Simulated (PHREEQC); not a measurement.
A column of 1 m (40 cells, dispersivity 0.035 m, 300 s a shift, diffusion coefficient 3e-10 m²/s) holds 0.00047 eq of the database's cation exchanger X per kg of pore water, first in equilibrium with 0.098 mmol/kgw PbCl2, 13 mmol/kgw BaCl2 and 0.01 mmol/kgw HCl. It is flushed with 0.39 mmol/kgw NaCl and 0.01 mmol/kgw HCl, at 25 °C. Values are for the last cell. The system is closed to CO2. No solid was allowed to form.

Base run: PHREEQC, ion-association model, phreeqc.dat. Each further column changes one thing. The table gives Na in solution (mol/kgw).

```json
[
 {"pore volumes": "0", "base": "0", "exchange capacity from 0.00047 to 0.00023 eq/kgw": "0", "dispersivity from 0.035 to 0.07 m": "0"},
 {"pore volumes": "0.6125", "base": "1.51e-5", "exchange capacity from 0.00047 to 0.00023 eq/kgw": "1.52e-5", "dispersivity from 0.035 to 0.07 m": "…"},
 {"pore volumes": "1.062", "base": "0.000246", "exchange capacity from 0.00047 to 0.00023 eq/kgw": "0.000248", "dispersivity from 0.035 to 0.07 m": "0.000246"},
 {"pore volumes": "1.663", "base": "0.000364", "exchange capacity from 0.00047 to 0.00023 eq/kgw": "0.000372", "dispersivity from 0.035 to 0.07 m": "…"},
 {"pore volumes": "2.263", "base": "0.000366", "exchange capacity from 0.00047 to 0.00023 eq/kgw": "0.000375", "dispersivity from 0.035 to 0.07 m": "0.000374"},
 {"pore volumes": "2.712", "base": "0.000374", "exchange capacity from 0.00047 to 0.00023 eq/kgw": "0.000380", "dispersivity from 0.035 to 0.07 m": "0.000372"},
 {"pore volumes": "3.312", "base": "0.000380", "exchange capacity from 0.00047 to 0.00023 eq/kgw": "0.000383", "dispersivity from 0.035 to 0.07 m": "0.000375"},
 {"pore volumes": "3.913", "base": "0.000382", "exchange capacity from 0.00047 to 0.00023 eq/kgw": "0.000385", "dispersivity from 0.035 to 0.07 m": "…"},
 {"pore volumes": "4.362", "base": "0.000383", "exchange capacity from 0.00047 to 0.00023 eq/kgw": "0.000386", "dispersivity from 0.035 to 0.07 m": "…"},
 {"pore volumes": "4.963", "base": "0.000384", "exchange capacity from 0.00047 to 0.00023 eq/kgw": "0.000386", "dispersivity from 0.035 to 0.07 m": "0.000383"}
]
```

Question: Complete the blanks.

Answer: 
- 0.6125, dispersivity from 0.035 to 0.07 m: 4.53e-5
- 1.663, dispersivity from 0.035 to 0.07 m: 0.000362
- 3.913, dispersivity from 0.035 to 0.07 m: 0.000379
- 4.362, dispersivity from 0.035 to 0.07 m: 0.000381
